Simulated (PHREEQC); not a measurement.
Make-up at 9.1 °C: 0.027 mol Ni(NO3)2, 0.21 mol KCl and 6.1e-05 mol NiCl2 per kg of water. Closed to the air; pH follows from the charge balance.

All values are PHREEQC results (ion-association model, wateq4f.dat), not measurements.

Question: The ionic strength comes out as 0.281 mol/kgw. What activity coefficients do NO3-, NiCl+, Cl-, K+, Ni+2 get?

Answer: NO3- 0.67, NiCl+ 0.74, Cl- 0.69, K+ 0.69, Ni+2 0.30.

No solid was allowed to form. In wateq4f.dat the enthalpy of Ni(OH)2 has the wrong sign, so its saturation index can't be trusted away from 25 °C. Away from 25 °C the constants follow the database's enthalpies or fits; those with neither stay at their 25 °C values.
